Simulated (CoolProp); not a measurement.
The numbers come from the reference Helmholtz-energy equation of state, Thol 2017 in CoolProp.

Task: For octamethyltrisiloxane (MDM), give the phase and the Z, speed of sound (m/s), isothermal compressibility (1/MPa), fugacity coefficient at -37.15 °C and 0.101 MPa; 32.05 °C and 0.101 MPa.

Result: 
- -37.15 °C and 0.101 MPa: liquid; Z 0.0139, speed of sound 1140, isothermal compressibility 0.00108, fugacity coefficient 2.10e-5
- 32.05 °C and 0.101 MPa: liquid; Z 0.0116, speed of sound 893, isothermal compressibility 0.00188, fugacity coefficient 0.00781
